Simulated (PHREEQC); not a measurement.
Consider water at 20 °C with 0.17 mol/kgw H2SO4 and 0.043 mol/kgw K2SO4. Closed to the air; pH follows from the charge balance.

All values are PHREEQC results (ion-association model, phreeqc.dat), not measurements.

```
quantity                  before   after
------------------------  ------  ------
pH                          0.87    0.81
ionic strength (mol/kgw)   0.294   0.225
HSO4- (mol/kgw)            0.167   0.143
SO4-2 (mol/kgw)           0.0407  0.0274
```

### Question
What was changed between the two runs?
(A) K2SO4 left out
(B) 0.078 mol/kgw LiOH added
(C) temperature from 20 to 30 °C
(D) K2SO4 from 0.043 to 0.43 mol/kgw
(E) 0.3 mol/kgw HCl added

### Answer
A, K2SO4 left out

No solid was allowed to form.
